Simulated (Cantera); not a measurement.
Input: 1 mol SiHCl3, 0.28 mol NH3, 14 mol N2, at 9.40 Pa.

Cantera equilibrium calculation (NASA polynomials, part measured and part estimated; ideal gas, pure solids and liquids). Candidate condensed phases: NH4Cl, Si, Si3N4; 28 gas species. The tables' values for SiCl3 are old estimates; treat these amounts as uncertain. The numbers say what is thermodynamically allowed, not how fast it happens. All values below are at 850 °C.

Base state: N2 0.867, HCl 0.102, SiCl4 0.0191, H2 0.00736, SiCl2 0.00267, SiCl3 0.00203, SiHCl3 2.38e-5 (mole fractions); condensed: Si3N4(s).

### Question
What changes in the equilibrium state with this change: 1.8 mol H2 added?

### Answer
```json
[
 {"species": "N2", "before": "0.867", "after": "0.763"},
 {"species": "HCl", "before": "0.102", "after": "0.162"},
 {"species": "H2", "before": "0.00736", "after": "0.0729"},
 {"species": "SiCl4", "before": "0.0191", "after": "0.00137"},
 {"species": "SiCl3", "before": "0.00203", "after": "0.000286"},
 {"species": "SiCl2", "before": "0.00267", "after": "0.000746"},
 {"species": "SiHCl3", "before": "2.38e-5", "after": "1.06e-5"},
 {"species": "Si3N4(s), mol", "before": "0.207", "after": "0.319"}
]
```

### Question
What changes in the equilibrium state with this change: NH3 from 0.28 to 0.12 mol?

### Answer
```csv
species,before,after
N2,0.867,0.886
HCl,0.102,0.0799
SiCl4,0.0191,0.0251
H2,0.00736,0.00396
SiCl3,0.00203,0.00248
"Si3N4(s), mol",0.207,0.175
```
